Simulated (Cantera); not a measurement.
An isothermal plug-flow reactor at 525 K and 1350 Torr (inlet), inlet velocity 1.6 m/s, active area per volume 8500 1/m; feed H2 : O2 : N2 = 0.0052 : 0.029 : 0.79 (molar parts).

Model: Deutschmann's 1995 Pt surface mechanism with GRI-Mech 3.0 gas chemistry, integrated in Cantera. Catalytic surfaces can have several steady states; this one follows from the mechanism file's or the stated starting coverage. Mass transfer to the wall is taken as infinitely fast.

Problem. What does this change do: inlet velocity 1.6 to 6 m/s?

Solution. 
```
quantity                 before     after
----------------------  -------  --------
x(H2) at z = 0.0037 m   3.88e-5  0.000144
x(O2) at z = 0.0037 m    0.0322    0.0322
x(H2O) at z = 0.0037 m  0.00629   0.00618
θ(free Pt) at the exit  0.00183   0.00677
θ(O*) at the exit         0.994     0.985
θ(OH*) at the exit      0.00427   0.00813
```
